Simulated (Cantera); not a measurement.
A perfectly stirred reactor is fed with CH4 : C2H6 : O2 : N2 = 1 : 0.51 : 2.1 : 7.91 (molar parts), equivalence ratio 1.8, at 4.60 bar; it is adiabatic with a 348 K inlet, and is followed from long to short residence time, starting on the burning branch (τ in s: 0.057, 0.025, 0.011, 0.0049, 0.0022, 0.00097, 0.00043, 0.00019, 8.3e-05, 3.7e-05, 1.6e-05).

Cantera simulation using GRI-Mech 3.0 (53 species, 325 reactions); the numbers are that mechanism's predictions, not measurements.

**Question.** Predict: blow-out, bracketed by the residence times tried; x(CH4) at τ = 57.0 ms; x(C2H6) at τ = 57.0 ms; x(O2) at τ = 57.0 ms; x(C2H4) at τ = 57.0 ms; x(OH) at τ = 57.0 ms; x(CH4) at τ = 0.970 ms; x(C2H6) at τ = 0.970 ms; x(O2) at τ = 0.970 ms; x(C2H4) at τ = 0.970 ms; x(OH) at τ = 0.970 ms.

**Answer.** 
- blow-out, bracketed by the residence times tried: burning at 0.970 ms, out at 0.430 ms
- x(CH4) at τ = 57.0 ms: 0.0100
- x(C2H6) at τ = 57.0 ms: 1.67e-5
- x(O2) at τ = 57.0 ms: 0.000637
- x(C2H4) at τ = 57.0 ms: 0.000165
- x(OH) at τ = 57.0 ms: 9.46e-6
- x(CH4) at τ = 0.970 ms: 0.0200
- x(C2H6) at τ = 0.970 ms: 0.000779
- x(O2) at τ = 0.970 ms: 0.0166
- x(C2H4) at τ = 0.970 ms: 0.00294
- x(OH) at τ = 0.970 ms: 2.33e-5
